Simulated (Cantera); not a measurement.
A closed system holds: 1 mol B2O3, 0.12 mol H2O, 50 mol H2, held at 0.00110 bar.

Equilibrium computed with Cantera from the NASA thermochemical tables; the gas is ideal and each condensed phase is pure. Candidate condensed phases: B, B2O3, B3O3H3, H2O; 23 gas species. Equilibrium is a limit: real reactors are often held back by kinetics, nucleation or transport. All values below are at 1902 °C.

Base state: H2 0.822, H 0.133, BO 0.0160, H2O 0.00931, HBO2 0.00925, HBO 0.00793, B2O3 0.00124, BO2 0.000243 (mole fractions); condensed: gas only.

### Question
What changes in the equilibrium state with this change: pressure from 0.00110 bar to 0.670 bar?

### Answer
```tsv
species	before	after
H2	0.822	0.953
HBO	0.00793	0.0177
HBO2	0.00925	0.0122
H	0.133	0.00582
BO	0.0160	0.00134
O	2.31e-5	2.25e-8
OH	0.000203	5.26e-6
BO2	0.000243	1.21e-5
B2O2	0.000164	0.000702
B2O3	0.00124	0.00315
```
